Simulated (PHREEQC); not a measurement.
## Acid rinse or clean with single salt, acid or base: speciation

Solution A (0.0015 mol HNO3 and 0.12 mol ZnSO4 per kg of water) is mixed with solution B (0.0041 mol/kgw Mg(NO3)2) at 25 °C; shares are by mass of water, 1 kg in all. Oxygen alone is held at its pressure in air (log pO2 = -0.68). No CO2 enters from the air. Only these solids could form: Zn(OH)2(e).

Computed with PHREEQC (ion-association model, phreeqc.dat).

Problem. Predict pH, Mg+2 (mol/kgw), Zn+2 (mol/kgw), ZnSO4 (mol/kgw) at share of solution B = 0.3, 0.4, 0.6, 0.7, 0.8.

Solution. 
```tsv
share of solution B	pH	Mg+2 (mol/kgw)	Zn+2 (mol/kgw)	ZnSO4 (mol/kgw)
0.3	3.39	0.000674	0.0436	0.0317
0.4	3.44	0.000911	0.0381	0.0272
0.6	3.57	0.00143	0.0268	0.0179
0.7	3.66	0.00172	0.0210	0.0130
0.8	3.79	0.00208	0.0150	0.00814
```
